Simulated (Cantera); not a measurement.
Input: 1 mol MgO, 1.4 mol NF3, 7 mol H2, at 1898 K and 1.88 Torr.

Equilibrium computed with Cantera from the NASA thermochemical tables; the gas is ideal and each condensed phase is pure. Candidate condensed phases: H2O, Mg, MgF2, MgO, Mg(OH)2; 50 gas species. The numbers say what is thermodynamically allowed, not how fast it happens.

Task: What is the equilibrium state?

Result: 
```json
{
  "x(H2)": "0.469",
  "x(HF)": "0.355",
  "x(N2)": "0.0699",
  "x(H2O)": "0.0475",
  "x(MgF2)": "0.0296",
  "x(Mg)": "0.0129",
  "x(H)": "0.0107",
  "x(MgF)": "0.00508",
  "x(OH)": "8.87e-5",
  "n(MgO(s))": "0.524 mol",
  "gas_amount": "10.01 mol",
  "log10 activity of MgF2(l) (absent)": "-2.15",
  "log10 activity of Mg(l) (absent)": "-5.84"
}
```
